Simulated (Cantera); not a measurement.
Cantera run, input and output.

```python
import numpy as np
import cantera as ct

gas = ct.Solution("gri30.yaml")


def delay(T, t_max=10):
    gas.TPX = T, 1200000, {'CH4': 1, 'O2': 4.76, 'N2': 17.9, 'CO2': 1.2}
    reactor = ct.IdealGasConstPressureReactor(gas, clone=False)
    net = ct.ReactorNet([reactor])
    net.rtol, net.atol = 1e-8, 1e-16
    while net.time < t_max:
        t_old, T_old = net.time, reactor.T
        net.step()
        if reactor.T > T + 400:  # ignition: a rise of 400 K
            return t_old + (T + 400 - T_old) / (reactor.T - T_old) * (net.time - t_old)
    return np.nan


taus = []
for T in [1150, 1225, 1300, 1375, 1450, 1525, 1600]:
    taus.append(delay(T))
    print(f"T0 = {T:6g} K   tau = {taus[-1]:.4e} s")
```

Output:

```
T0 =   1150 K   tau = 5.7069e-03 s
T0 =   1225 K   tau = 2.1877e-03 s
T0 =   1300 K   tau = 9.2360e-04 s
T0 =   1375 K   tau = 4.1987e-04 s
T0 =   1450 K   tau = 2.0317e-04 s
T0 =   1525 K   tau = 1.0400e-04 s
T0 =   1600 K   tau = 5.6119e-05 s
```

Computed with Cantera and GRI-Mech 3.0 (53 species, 325 reactions). The pressure lies above the range GRI-Mech 3.0 was tuned for (to about 10 atm).
